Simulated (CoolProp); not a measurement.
Vapour-liquid equilibrium of toluene (1) + n-decane (2) at 25.5 kPa; x and y are mole fractions of (1).

The numbers come from the multi-fluid Helmholtz-energy mixture model, Lemmon 2006 and Lemmon 2006; pair parameters Bell 2016 in CoolProp.

| x | bubble temperature (°C) | y at the bubble point | dew temperature at overall composition x (°C) | liquid density (mol/L) |
|---|---|---|---|---|
| 0.05 | 119.6 | 0.256 | 125.5 | (withheld) |
| 0.15 | 107.2 | 0.575 | 122.8 | 5.008 |
| 0.25 | (withheld) | 0.741 | 119.7 | 5.336 |
| 0.35 | 90.5 | (withheld) | 116.4 | 5.681 |
| 0.45 | 85.0 | 0.886 | 112.6 | 6.049 |
| 0.55 | (withheld) | (withheld) | 108.3 | 6.449 |
| 0.65 | 77.4 | 0.945 | 103.3 | 6.890 |
| 0.75 | (withheld) | 0.964 | 97.0 | 7.380 |
| 0.85 | 71.9 | (withheld) | 88.8 | 7.934 |
| 0.95 | 69.5 | (withheld) | 76.6 | 8.563 |

Q: What belongs in the gaps?

A: 
- 0.05, liquid density (mol/L): 4.690
- 0.25, bubble temperature (°C): 97.6
- 0.35, y at the bubble point: 0.832
- 0.55, bubble temperature (°C): 80.8
- 0.55, y at the bubble point: 0.921
- 0.75, bubble temperature (°C): 74.5
- 0.85, y at the bubble point: 0.979
- 0.95, y at the bubble point: 0.993

No azeotrope shows between x = 0.05 and 0.95.

The pair parameters rest on a limited set of measurements; away from them the model extrapolates.
